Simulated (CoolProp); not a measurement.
A simple Rankine cycle with R245ca: condensing at 291.15 K, boiler at 1.83 MPa, turbine inlet 407.1 K, turbine efficiency 0.9, pump efficiency 0.8, no recuperator. Each further row changes one setting.

Model: reference Helmholtz-energy equation of state, Zhou 2016, in CoolProp.

```csv
case,thermal efficiency (%),net work (kJ/kg),heat in (kJ/kg),turbine exit temperature (K),volume ratio over the turbine
as stated,18.7,55.2,296,326.0,26.9
turbine inlet 427.1 K,18.7,60.4,324,349.0,25.2
condensing temperature 283.15 K,19.9,61.1,307,319.4,37.2
boiler pressure 1.28 MPa,17.1,52.7,307,340.4,17.0
turbine efficiency 0.8,16.5,48.9,296,332.5,27.5
```
